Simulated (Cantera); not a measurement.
## Si3N4 + F2 + H2 (nitride etching)

A closed system holds: 1 mol Si3N4, 3.9 mol F2, 70 mol H2.

Equilibrium computed with Cantera from the NASA thermochemical tables; the gas is ideal and each condensed phase is pure. Candidate condensed phases: Si, Si3N4; 37 gas species. Mutual solubility and eutectic melting of coexisting phases are not modelled. The tables' values for SiF2, SiF3 are old estimates. Equilibrium is a limit: real reactors are often held back by kinetics, nucleation or transport.

### Question
Map the stable condensed phases over T = 500, 575, 650, 725, 800, 875, 950, 1025, 1100, 1175, 1250, 1325, 1400 °C and P in Pa = 1, 3.2, 10, 32, 100, 320, 1000, 3200, 10000, 32000, 100000.

### Answer
```
T in °C \ P in Pa
              1    3.2     10     32    100    320   1000   3200  10000  32000 100000
   1400       A      A      A      A      A      B      B      B      C      C      C
   1325       A      A      A      A      B      B      B      C      C      C      C
   1250       A      A      A      B      B      D      C      C      C      C      C
   1175       A      B      B      B      C      C      C      C      C      C      C
   1100       B      B      B      C      C      C      C      C      C      C      C
   1025       B      C      C      C      C      C      C      C      C      C      C
    950       C      C      C      C      C      C      C      C      C      C      C
    875       C      C      C      C      C      C      C      C      C      C      C
    800       C      C      C      C      C      C      C      C      C      C      C
    725       C      C      C      C      C      C      C      C      C      C      C
    650       C      C      C      C      C      C      C      C      C      C      C
    575       C      C      C      C      C      C      C      C      C      C      C
    500       C      C      C      C      C      C      C      C      C      C      C
```
A: gas only; B: Si; C: Si3N4; D: Si + Si3N4.
